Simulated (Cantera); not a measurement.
What does this Cantera script print?

```python
import numpy as np
import cantera as ct

gas_names = """
    N NO NO2 NO3 N2 N2O O O2 O3 Si SiN SiO SiO2 Si2 Si2N Si3
""".split()
cond_names = """
    Si(cr) Si(L) SiO2(Lqz) SiO2(hqz) SiO2(L) Si2N2O(s) Si3N4(a)
""".split()


# ... load() reads the species with a 1 bar reference pressure and builds the phases ...
atoms = {
    'Si': {'Si': 1},
    'O2': {'O': 2},
    'N2': {'N': 2},
}
top_T = {'Si2N2O(s)': 2100, 'Si3N4(a)': 2400}  # K; cautious upper limits of use, not melting points


# ... equilibrate(T, P, feed) seeds the gas with the atoms and calls Mixture.equilibrate('TP', solver="vcs", rtol=1e-11, max_steps=5000) ...
results = []
feed = {'Si': 1, 'O2': 0.007, 'N2': 28}  # mol
P = 63  # Pa
for T in [1675, 1725, 1775, 1825, 1875, 1925, 1975, 2025, 2075]:
    mix = equilibrate(T, P, feed)
    results.append((T, P, feed, dict(zip(mix.species_names, mix.species_moles))))
    x = sorted(zip(gas.X, gas.species_names), reverse=True)
    print(f"T = {T:g} K  P = {P:g} Pa  gas = {mix.phase_moles(0):.4g} mol")
    print("   x: " + "  ".join(f"{s} {v:.3e}" for v, s in x if v > 0.001))
    print("   condensed (mol): " + ("  ".join(f"{mix.phase(i).name} {mix.phase_moles(i):.4g}"
          for i in range(1, mix.n_phases) if mix.phase_moles(i) > 1e-12) or "none"))
```

Result:

```
T = 1675 K  P = 63 Pa  gas = 28.03 mol
   x: N2 9.988e-01
   condensed (mol): Si(cr) 0.965
T = 1725 K  P = 63 Pa  gas = 28.06 mol
   x: N2 9.978e-01  Si 1.611e-03
   condensed (mol): Si(L) 0.9373
T = 1775 K  P = 63 Pa  gas = 28.11 mol
   x: N2 9.959e-01  Si 3.484e-03
   condensed (mol): Si(L) 0.8815
T = 1825 K  P = 63 Pa  gas = 28.22 mol
   x: N2 9.920e-01  Si 7.218e-03
   condensed (mol): Si(L) 0.77
T = 1875 K  P = 63 Pa  gas = 28.43 mol
   x: N2 9.847e-01  Si 1.438e-02
   condensed (mol): Si(L) 0.5545
T = 1925 K  P = 63 Pa  gas = 28.83 mol
   x: N2 9.711e-01  Si 2.762e-02
   condensed (mol): Si(L) 0.148
T = 1975 K  P = 63 Pa  gas = 28.98 mol
   x: N2 9.660e-01  Si 3.291e-02
   condensed (mol): none
T = 2025 K  P = 63 Pa  gas = 28.99 mol
   x: N2 9.657e-01  Si 3.333e-02
   condensed (mol): none
T = 2075 K  P = 63 Pa  gas = 28.99 mol
   x: N2 9.656e-01  Si 3.355e-02
   condensed (mol): none
```

Equilibrium computed with Cantera from the NASA thermochemical tables; the gas is ideal and each condensed phase is pure. The tables' values for SiN are old estimates; treat these amounts as uncertain.
